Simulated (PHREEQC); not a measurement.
Consider water at 25 °C with 0.00014 mol Ca(HCO3)2, 2.1e-05 mol CO2 and 5e-05 mol KCl per kg of water. Closed to the air; pH follows from the charge balance.

All values are PHREEQC results (Pitzer model, pitzer.dat), not measurements.

This is a speciation only: nothing precipitates in the calculation.

Problem. Predict the pH, ionic strength, osmotic coefficient.

Solution. pH 7.44; ionic strength 0.000470 mol/kgw; osmotic coefficient 0.986.

Problem. In which forms is C present?

Solution. HCO3- 93 %, CO2 7.2 % of the C.

Complexes and solids missing from the database can't appear.
